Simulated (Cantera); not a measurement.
**Counterflow diffusion flame**

A counterflow diffusion flame at 180000 Pa, nozzles 20 mm apart: fuel side CH4 = 1 (molar parts) at 300 K, oxidiser side O2 : N2 = 0.28 : 0.72 (molar parts) at 625 K, fuel mass flux 1.1 times the oxidiser's; mixture-averaged transport, no radiation.

Computed with Cantera and GRI-Mech 3.0 (53 species, 325 reactions). GRI-Mech 3.0 has no aromatics or soot, which form on the fuel side of real flames. The maximum strain rate includes the flame's own expansion and is several times the mean.

```json
[
 {"oxidiser flux (kg/m²/s)": "0.45", "max strain (1/s)": "255", "mean strain (1/s)": "43.7", "T max (K)": "2508", "peak x OH": "0.0157", "peak x H": "0.00566", "peak x NO": "0.00104", "peak x CO": "0.0994", "peak x C2H2": "0.0228"},
 {"oxidiser flux (kg/m²/s)": "0.56", "max strain (1/s)": "310", "mean strain (1/s)": "54.4", "T max (K)": "2489", "peak x OH": "0.0157", "peak x H": "0.00576", "peak x NO": "0.000916", "peak x CO": "0.0974", "peak x C2H2": "0.0224"},
 {"oxidiser flux (kg/m²/s)": "0.7", "max strain (1/s)": "380", "mean strain (1/s)": "67.9", "T max (K)": "2473", "peak x OH": "0.0158", "peak x H": "0.00591", "peak x NO": "0.000823", "peak x CO": "0.0957", "peak x C2H2": "0.0221"},
 {"oxidiser flux (kg/m²/s)": "0.87", "max strain (1/s)": "463", "mean strain (1/s)": "84.4", "T max (K)": "2459", "peak x OH": "0.0159", "peak x H": "0.00611", "peak x NO": "0.000754", "peak x CO": "0.0943", "peak x C2H2": "0.0218"},
 {"oxidiser flux (kg/m²/s)": "1.1", "max strain (1/s)": "573", "mean strain (1/s)": "107", "T max (K)": "2443", "peak x OH": "0.0161", "peak x H": "0.00631", "peak x NO": "0.000687", "peak x CO": "0.0928", "peak x C2H2": "0.0213"},
 {"oxidiser flux (kg/m²/s)": "1.4", "max strain (1/s)": "714", "mean strain (1/s)": "136", "T max (K)": "2426", "peak x OH": "0.0161", "peak x H": "0.00650", "peak x NO": "0.000625", "peak x CO": "0.0913", "peak x C2H2": "0.0208"},
 {"oxidiser flux (kg/m²/s)": "1.7", "max strain (1/s)": "851", "mean strain (1/s)": "165", "T max (K)": "2415", "peak x OH": "0.0162", "peak x H": "0.00666", "peak x NO": "0.000581", "peak x CO": "0.0901", "peak x C2H2": "0.0205"},
 {"oxidiser flux (kg/m²/s)": "2.1", "max strain (1/s)": "1030", "mean strain (1/s)": "204", "T max (K)": "2404", "peak x OH": "0.0162", "peak x H": "0.00684", "peak x NO": "0.000538", "peak x CO": "0.0889", "peak x C2H2": "0.0200"},
 {"oxidiser flux (kg/m²/s)": "2.6", "max strain (1/s)": "1260", "mean strain (1/s)": "252", "T max (K)": "2394", "peak x OH": "0.0162", "peak x H": "0.00703", "peak x NO": "0.000497", "peak x CO": "0.0878", "peak x C2H2": "0.0195"},
 {"oxidiser flux (kg/m²/s)": "3.3", "max strain (1/s)": "1560", "mean strain (1/s)": "320", "T max (K)": "2382", "peak x OH": "0.0161", "peak x H": "0.00722", "peak x NO": "0.000453", "peak x CO": "0.0865", "peak x C2H2": "0.0189"}
]
```
x: mole fraction; the columns are a selection and need not sum to one.
